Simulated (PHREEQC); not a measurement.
Synthetic water in mmol/kgw, 33 °C, pH 7.32, pe 9.9:

| constituent | mmol/kgw |
|---|---|
| Na | 285 |
| K | 0.15 |
| Ca | 14.6 |
| Mg | 25.9 |
| Cl | 323 |
| S(6) | 27.6 |
| Alkalinity (meq/kgw) | 0.185 |
| Cd | 0.255 |

Valence states are taken as typed.

The numbers come from PHREEQC with the ion-association model, wateq4f.dat.

```
quantity                     before     after
-------------------------  --------  --------
ionic strength (mol/kgw)      0.400     0.400
CaSO4 (mol/kgw)             0.00216   0.00216
HCO3- (mol/kgw)            0.000148  0.000134
CdCl3- (mol/kgw)            1.82e-5   1.81e-5
Cd+2 (mol/kgw)              1.68e-5   1.66e-5
MgHCO3+ (mol/kgw)           1.16e-5   1.05e-5
SI of Otavite (CdCO3)         -0.16     +0.29
SI of Gypsum (CaSO4:2H2O)     -0.38     -0.38
```

Q: Name the change that produced these shifts.
(A) K from 0.15 to 0.3 mmol/kgw
(B) pH from 7.32 to 8.32 at the same alkalinity
(C) pH from 7.32 to 7.82 at the same alkalinity

A: C, pH from 7.32 to 7.82 at the same alkalinity

This is a speciation only: nothing precipitates in the calculation. Some of these states are supersaturated (in Otavite, for instance).
